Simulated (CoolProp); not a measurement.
Propyne along the isobar 318 bar: Z from the reference equation and from simpler models built on Tc = 402.7 K, pc = 56.58 bar, ω = 0.204; each cubic takes its own stable root.

Model: reference Helmholtz-energy equation of state, Polt 1992, in CoolProp. This equation is an older, rougher fit; its heat capacities, sound speeds and derivatives of the liquid may be far off and weren't checked against measurements.

| T (K) | phase | reference |
|---|---|---|
| 399.6 | liquid | 0.7273 |
| 408.9 | supercritical | 0.7271 |
| 418.2 | supercritical | 0.7277 |
| 427.5 | supercritical | 0.7292 |
| 436.8 | supercritical | 0.7315 |
| 446.1 | supercritical | 0.7346 |
| 455.4 | supercritical | 0.7385 |
| 464.7 | supercritical | 0.7431 |
| 474 | supercritical | 0.7485 |

How far does each simpler model (Redlich-Kwong, Soave-Redlich-Kwong, Peng-Robinson) lie from the reference over these 9 states: mean and median of the absolute difference, and the worst?


- Redlich-Kwong: mean 5.9 %, median 5.9 %, worst +7.0 % at 399.6 K and 318 bar
- Soave-Redlich-Kwong: mean 7.5 %, median 7.4 %, worst +8.3 % at 474 K and 318 bar
- Peng-Robinson: mean 2.8 %, median 2.9 %, worst -4.1 % at 399.6 K and 318 bar
